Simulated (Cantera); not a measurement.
A closed system holds: 1 mol Si3N4, 0.0025 mol H2O, 83 mol H2, equilibrated at 652 °C and 43.0 Pa.

Cantera equilibrium calculation (NASA polynomials, part measured and part estimated; ideal gas, pure solids and liquids). Candidate condensed phases: H2O, Si, SiO2, Si2N2O, Si3N4; 35 gas species. Rates play no part.

Base state: H2 1.000, N2 1.00e-5 (mole fractions); condensed: Si2N2O(s) + Si3N4(s).

What changes in the equilibrium state with this change: temperature from 652 °C to 1650 °C?


```json
[
 {"species": "H2", "before": "1.000", "after": "0.902"},
 {"species": "H", "before": "1.26e-8", "after": "0.0431"},
 {"species": "Si", "before": "<1e-9", "after": "0.0321"},
 {"species": "N2", "before": "1.00e-5", "after": "0.0222"},
 {"species": "SiH", "before": "<1e-9", "after": "0.000517"},
 {"species": "Si2", "before": "<1e-9", "after": "0.000223"},
 {"species": "SiH2", "before": "<1e-9", "after": "4.94e-5"},
 {"species": "Si3", "before": "<1e-9", "after": "4.05e-5"},
 {"species": "Si2N", "before": "<1e-9", "after": "3.60e-5"},
 {"species": "Si2N2O(s), mol", "before": "0.00250", "after": "0"},
 {"species": "Si3N4(s), mol", "before": "0.998", "after": "0"}
]
```
The tables' values for SiN are old estimates; treat these amounts as uncertain. Gases not in the tables: Si2H6 and higher silanes.

What changes in the equilibrium state with this change: temperature from 652 °C to 1800 °C?


```csv
species,before,after
H2,1.000,0.831
H,1.26e-8,0.116
Si,<1e-9,0.0316
N2,1.00e-5,0.0214
SiH,<1e-9,0.000344
Si2,<1e-9,5.29e-5
SiO,<1e-9,2.68e-5
SiN,<1e-9,2.11e-5
SiH2,<1e-9,1.79e-5
"Si2N2O(s), mol",0.00250,0
"Si3N4(s), mol",0.998,0
```
The tables' values for SiN are old estimates; treat these amounts as uncertain. Gases not in the tables: Si2H6 and higher silanes.

What changes in the equilibrium state with this change: temperature from 652 °C to 1725 °C?


```json
[
 {"species": "H2", "before": "1.000", "after": "0.873"},
 {"species": "H", "before": "1.26e-8", "after": "0.0724"},
 {"species": "Si", "before": "<1e-9", "after": "0.0321"},
 {"species": "N2", "before": "1.00e-5", "after": "0.0219"},
 {"species": "SiH", "before": "<1e-9", "after": "0.000424"},
 {"species": "Si2", "before": "<1e-9", "after": "0.000107"},
 {"species": "SiH2", "before": "<1e-9", "after": "2.97e-5"},
 {"species": "SiO", "before": "<1e-9", "after": "2.74e-5"},
 {"species": "SiN", "before": "<1e-9", "after": "2.58e-5"},
 {"species": "Si2N2O(s), mol", "before": "0.00250", "after": "0"},
 {"species": "Si3N4(s), mol", "before": "0.998", "after": "0"}
]
```
The tables' values for SiN are old estimates; treat these amounts as uncertain. Gases not in the tables: Si2H6 and higher silanes.
